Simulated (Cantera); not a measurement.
**Premixed flame**

A freely propagating, adiabatic, planar premixed flame of CH₄ : O₂ : N₂ : CO₂ = 1 : 1.82 : 5.27 : 0.25 (molar parts), unburnt at 600 K and 2250 Torr; mixture-averaged transport, grid criteria slope 0.08 and curve 0.16, no radiation.

Model: GRI-Mech 3.0 (53 species, 325 reactions), integrated in Cantera. Burning velocities carry a grid error of a few per cent, more on coarse grids.

| z (mm) | T (K) | u (m/s) | x CH₄ | x O₂ | x CO₂ | x HCO | x CH₂CO | x HCN |
|---|---|---|---|---|---|---|---|---|
| -0.352 | 600 | 1.16 | 0.120 | 0.218 | 0.0299 | <1e-8 | <1e-8 | <1e-8 |
| -0.235 | 603 | 1.16 | 0.119 | 0.217 | 0.0299 | <1e-8 | 3.68e-8 | <1e-8 |
| -0.176 | 613 | 1.19 | 0.118 | 0.216 | 0.0298 | <1e-8 | 2.79e-7 | 1.34e-8 |
| -0.117 | 686 | 1.34 | 0.111 | 0.209 | 0.0298 | <1e-8 | 4.26e-6 | 1.48e-7 |
| -0.0587 | 1137 | 2.26 | 0.0770 | 0.167 | 0.0336 | 1.26e-6 | 8.24e-5 | 1.78e-6 |
| -0.0294 | 1592 | 3.21 | 0.0409 | 0.117 | 0.0410 | 2.22e-5 | 0.000233 | 4.55e-6 |
| 0 | 2003 | 4.07 | 0.00943 | 0.0620 | 0.0536 | 6.67e-5 | 0.000211 | 9.12e-6 |
| 0.0294 | 2180 | 4.44 | 0.000715 | 0.0308 | 0.0678 | 2.63e-5 | 3.57e-5 | 8.48e-6 |
| 0.0587 | 2236 | 4.53 | 2.82e-5 | 0.0199 | 0.0786 | 2.08e-6 | 2.00e-6 | 3.63e-6 |
| 0.117 | 2299 | 4.63 | 5.52e-8 | 0.0143 | 0.0886 | 1.76e-7 | <1e-8 | 4.75e-7 |
| 0.235 | 2373 | 4.76 | <1e-8 | 0.0111 | 0.0942 | 1.12e-7 | <1e-8 | 1.56e-8 |
| 0.470 | 2446 | 4.88 | <1e-8 | 0.00811 | 0.0984 | 6.77e-8 | <1e-8 | <1e-8 |
| 0.940 | 2499 | 4.97 | <1e-8 | 0.00584 | 0.102 | 4.39e-8 | <1e-8 | <1e-8 |
x: mole fraction of selected species; z is measured from the peak of heat release.

```yaml
laminar_burning_velocity: 115 cm/s
thermal_thickness: 0.117 mm
peak x(HCO): 6.70e-5
peak x(CH₂CO): 0.000273
peak x(HCN): 1.01e-5
grid_points: 147
```
